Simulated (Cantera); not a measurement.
Input (Python, Cantera) and output of one run.

```python
import numpy as np
import cantera as ct

gas_names = """
    CL CLO CL2 N NO NO2 NO3 N2 N2O O O2 O3 Si SiCL SiCL2 SiCL3 SiCL4 SiN SiO SiO2 Si2 Si2N Si3
""".split()
cond_names = """
    Si(cr) Si(L) SiO2(Lqz) SiO2(hqz) SiO2(L) Si2N2O(s) Si3N4(a)
""".split()


def load(file, names, dense=False):
    # The tables refer to 1 bar. Condensed volumes are neglected.
    table = {s.name: s for s in ct.Species.list_from_file(file)}
    out = []
    for n in names:
        d = dict(table[n].input_data)
        d["thermo"] = dict(d["thermo"], **{"reference-pressure": 1e5})
        if dense:
            d["equation-of-state"] = {"model": "constant-volume", "density": "1e6 g/cm^3"}
        out.append(ct.Species.from_dict(d))
    return out


gas = ct.Solution(thermo="ideal-gas", species=load("nasa_gas.yaml", gas_names))
cond = {s.name: ct.Solution(thermo="fixed-stoichiometry", species=[s], name=s.name)
        for s in load("nasa_condensed.yaml", cond_names, dense=True)}
atoms = {
    'SiCl4': {'Si': 1, 'CL': 4},
    'O2': {'O': 2},
    'N2': {'N': 2},
}
top_T = {'Si2N2O(s)': 2100, 'Si3N4(a)': 2400}  # K; cautious upper limits of use, not melting points


def equilibrate(T, P, feed):
    n = {}
    for name, mol in feed.items():
        for a, k in atoms[name].items():
            n[a] = n.get(a, 0.0) + k * mol
    gas.TPX = T, P, n
    mass = sum(n.values()) * gas.mean_molecular_weight
    gas.equilibrate("TP")
    valid = [c for c in cond.values() if c.min_temp <= T <= top_T.get(c.name, c.max_temp)]
    mix = ct.Mixture([(gas, mass / gas.mean_molecular_weight)] + [(c, 0.0) for c in valid])
    mix.T, mix.P = T, P
    mix.equilibrate("TP", solver="vcs", rtol=1e-11, max_steps=5000)
    return mix


results = []
feed = {'SiCl4': 1, 'O2': 0.19, 'N2': 80}  # mol
T = 1825  # K
P = 57  # Pa
mix = equilibrate(T, P, feed)
results.append((T, P, feed, dict(zip(mix.species_names, mix.species_moles))))
x = sorted(zip(gas.X, gas.species_names), reverse=True)
print(f"T = {T:g} K  P = {P:g} Pa  gas = {mix.phase_moles(0):.4g} mol")
print("   x: " + "  ".join(f"{s} {v:.3e}" for v, s in x if v > 0.0001))
print("   condensed (mol): " + ("  ".join(f"{mix.phase(i).name} {mix.phase_moles(i):.4g}"
      for i in range(1, mix.n_phases) if mix.phase_moles(i) > 1e-12) or "none"))
```

Output:

```
T = 1825 K  P = 57 Pa  gas = 83.75 mol
   x: N2 9.553e-01  CL 3.277e-02  SiCL2 7.197e-03  SiO 4.538e-03  SiCL3 1.813e-04
   condensed (mol): none
```

These are equilibrium values from Cantera (NASA tables, ideal gas, pure condensed phases), not measurements of a reactor. The tables' values for SiCl3, SiCl are old estimates; treat these amounts as uncertain.
